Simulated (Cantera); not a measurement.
**Equilibrium for tantalum, niobium, vanadium and zirconium in process gases: Ta + CO₂ + H₂**

Feed: 1 mol Ta, 0.15 mol CO₂, 34 mol H₂, equilibrated at 590000 Pa.

These are equilibrium values from Cantera (NASA tables, ideal gas, pure condensed phases), not measurements of a reactor. Candidate condensed phases: C, C₆H₆, C₇H₈, C₈H₁₈, H₂O, Ta, TaC, Ta₂O₅; 113 gas species. Mutual solubility and eutectic melting of coexisting phases are not modelled. TaC: taken at fixed stoichiometry. Condensed phases not in the tables: Ta₂C, N, O or C dissolved in the metal. Equilibrium is a limit: real reactors are often held back by kinetics, nucleation or transport.

```
T (K)  log p H₂  log p H  log p CO  log p H₂O  log p TaO₂  n Ta(s)  n TaC(s)  n Ta₂O₅(s)  n Ta₂O₅(l)
-----  --------  -------  --------  ---------  ----------  -------  --------  ----------  ----------
925        0.77    -9.20      <-11      -6.61        <-11    0.730     0.150      0.0600           0
1125       0.77    -6.97    -11.15      -5.03        <-11    0.730     0.150      0.0600           0
1325       0.77    -5.40     -8.12      -3.95        <-11    0.730     0.150      0.0599           0
1525       0.77    -4.24     -5.91      -3.17      -10.74    0.732     0.150      0.0592           0
1725       0.77    -3.35     -4.22      -2.58       -8.40    0.737     0.150      0.0569           0
1925       0.77    -2.63     -2.89      -2.12       -6.57    0.758     0.143      0.0497           0
2125       0.77    -2.06     -1.85      -1.77       -5.13    0.885    0.0679           0      0.0238
2325       0.77    -1.58     -1.59      -1.59       -4.17    1.000         0           0           0
2525       0.76    -1.17     -1.59      -1.60       -3.68    0.998         0           0           0
2725       0.76    -0.83     -1.59      -1.62       -3.28    0.994         0           0           0
```
log p: log10 of the partial pressure in bar; n: condensed amount in mol.

From 925 K to 1925 K the condensed part is Ta(s) + TaC(s) + Ta₂O₅(s). At 2125 K the condensed part is Ta(s) + TaC(s) + Ta₂O₅(l). From 2325 K to 2725 K the condensed part is Ta(s).
